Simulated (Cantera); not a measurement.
A freely propagating, adiabatic, planar premixed flame of 36.0 % H₂, 16.4 % O₂, 47.6 % N₂, equivalence ratio 1.1, unburnt at 598 K and 150 Torr; unity-Lewis-number transport, grid criteria slope 0.08 and curve 0.16, no radiation.

Computed with Cantera and the H2/O2 subset of GRI-Mech 3.0, which has no nitrogen chemistry. Unity Lewis numbers drop preferential diffusion, which matters most where H2 and H carry the flame. Burning velocities carry a grid error of a few per cent, more on coarse grids.

x: mole fraction of selected species; z is measured from the peak of heat release.

```
z (mm)  T (K)  u (m/s)    x H₂    x O₂       x O   x H₂O₂    x HO₂      x H
------  -----  -------  ------  ------  --------  -------  -------  -------
-7.80     598     5.03   0.360   0.164     <1e-8    <1e-8    <1e-8    <1e-8
-5.20     598     5.03   0.360   0.164     <1e-8    <1e-8    <1e-8    <1e-8
-3.90     598     5.03   0.360   0.164     <1e-8    <1e-8    <1e-8    <1e-8
-2.60     598     5.03   0.360   0.164     <1e-8    <1e-8  3.86e-7    <1e-8
-1.30     606     5.10   0.359   0.163   5.18e-6  4.11e-7  4.76e-5  5.76e-5
-0.650    736     6.14   0.338   0.154  0.000312  9.33e-7  5.84e-5  0.00523
0        1175     9.55   0.177  0.0860   0.00826  1.10e-6  2.16e-5   0.0778
0.650     ___     11.7  0.0737     ___    0.0178  1.15e-6      ___      ___
1.30     1599     12.6  0.0702  0.0310    0.0185  7.79e-7  5.59e-6    0.105
2.60     1760     13.7  0.0735  0.0276    0.0173  4.19e-7  4.14e-6   0.0868
5.20      ___     14.9  0.0751     ___       ___      ___      ___      ___
10.4     2123     16.0  0.0745  0.0199    0.0120  1.18e-7  2.17e-6   0.0514
20.8     2302     17.1  0.0715  0.0159   0.00889  8.39e-8  1.78e-6   0.0368
```

Task: Some entries are withheld; supply them.

Result: 
- 0.650, T (K): 1462
- 0.650, x O₂: 0.0371
- 0.650, x HO₂: 7.81e-6
- 0.650, x H: 0.117
- 5.20, T (K): 1938
- 5.20, x O₂: 0.0239
- 5.20, x O: 0.0150
- 5.20, x H₂O₂: 2.13e-7
- 5.20, x HO₂: 2.99e-6
- 5.20, x H: 0.0685
